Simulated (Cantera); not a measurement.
A closed system holds: 1 mol H₂S, 0.066 mol H₂, at 0.105 Torr.

These are equilibrium values from Cantera (NASA tables, ideal gas, pure condensed phases), not measurements of a reactor. Candidate condensed phases: S; 7 gas species. Equilibrium is a limit: real reactors are often held back by kinetics, nucleation or transport.

Q: At 1275 °C, list the 6 most abundant gas species with their mole fractions, and the condensed phases.

A: H₂ 0.665, S₂ 0.308, H₂S 0.0127, SH 0.00882, S 0.00328, H 0.00212. Condensed: gas only.
